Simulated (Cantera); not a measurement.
# Ammonia decomposition in nitride growth gas

An isothermal, constant-pressure homogeneous reactor starts with NH₃ : N₂ : H₂ = 1 : 8.6 : 0.1 (molar parts), at 2375 K and 7000 Pa.

Detailed kinetics in Cantera: the gas-phase N/H chemistry of the illustrative SiF4/NH3 mechanism in the Surface Chemkin manual (1991). Walls and surfaces, which speed up NH3 decomposition in real reactors, are not modelled.

```csv
t (s),x NH₃,x H,x NH₂,x N₂H₂,x N,x NH
4.00e-6,0.103,5.53e-6,1.33e-5,2.11e-11,<1e-12,1.30e-9
1.13e-5,0.103,8.25e-6,4.49e-5,3.67e-10,1.68e-11,2.04e-8
3.17e-5,0.103,1.13e-5,0.000138,4.59e-9,7.94e-10,2.53e-7
8.94e-5,0.103,1.96e-5,0.000395,5.71e-8,3.41e-8,2.89e-6
0.000252,0.102,4.42e-5,0.00104,6.95e-7,7.28e-7,2.11e-5
0.000710,0.0992,9.56e-5,0.00181,2.81e-6,3.09e-6,5.50e-5
0.00200,0.0916,0.000153,0.00164,2.85e-6,5.52e-6,6.61e-5
0.00563,0.0731,0.000272,0.00122,2.08e-6,8.80e-6,7.02e-5
0.0159,0.0397,0.000542,0.000713,9.95e-7,1.13e-5,6.18e-5
0.0447,0.00803,0.00118,0.000219,1.59e-7,1.11e-5,3.47e-5
0.126,8.94e-5,0.00432,8.44e-6,7.77e-10,5.64e-6,4.94e-6
0.355,3.86e-7,0.0133,1.17e-7,<1e-12,8.05e-7,2.20e-7
1.00,4.47e-8,0.0196,2.04e-8,<1e-12,3.22e-7,5.81e-8
```
x: mole fraction; the columns are a selection and need not sum to one.

Equilibrium at this temperature and pressure: NH₃ 3.94e-8, H 0.0199, NH₂ 1.83e-8, N₂H₂ <1e-12, N 2.98e-7, NH 5.30e-8 (gas phase only).
